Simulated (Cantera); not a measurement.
Charge: 1 mol C2H6, 0.067 mol NH3, 0.33 mol H2O, equilibrated at 2875 K and 10.0 Torr.

Method: chemical equilibrium by Gibbs-energy minimisation in Cantera with the NASA 1993 tables (ideal gas, pure condensed phases). Candidate condensed phases: C, C6H6, C7H8, C8H18, H2O; 136 gas species. Rates play no part.

Base state: H 0.546, H2 0.355, CO 0.0624, C2H2 (acetylene) 0.0151, C3 0.00581, HCN 0.00517, C2H 0.00331, N2 0.00295 (mole fractions); condensed: C(graphite).

**Question.** What changes in the equilibrium state with this change: temperature from 2875 K to 1398 K?

**Answer.** 
```json
[
 {"species": "H2", "before": "0.355", "after": "0.904"},
 {"species": "CO", "before": "0.0624", "after": "0.0870"},
 {"species": "N2", "before": "0.00295", "after": "0.00881"},
 {"species": "H", "before": "0.546", "after": "3.90e-5"},
 {"species": "C2H2 (acetylene)", "before": "0.0151", "after": "2.22e-6"},
 {"species": "C3", "before": "0.00581", "after": "<1e-9"},
 {"species": "C2H", "before": "0.00331", "after": "<1e-9"},
 {"species": "C", "before": "0.00110", "after": "<1e-9"},
 {"species": "C(graphite), mol", "before": "1.33", "after": "1.67"}
]
```

**Question.** What changes in the equilibrium state with this change: H2O from 0.33 to 4 mol?

**Answer.** 
```tsv
species	before	after
H	0.546	0.453
H2	0.355	0.244
CO	0.0624	0.150
O	1.43e-9	0.0412
OH	1.49e-9	0.0357
H2O	3.23e-9	0.0641
C2H2 (acetylene)	0.0151	<1e-9
C3	0.00581	<1e-9
CO2	<1e-9	0.00552
HCN	0.00517	<1e-9
C(graphite), mol	1.33	0
```
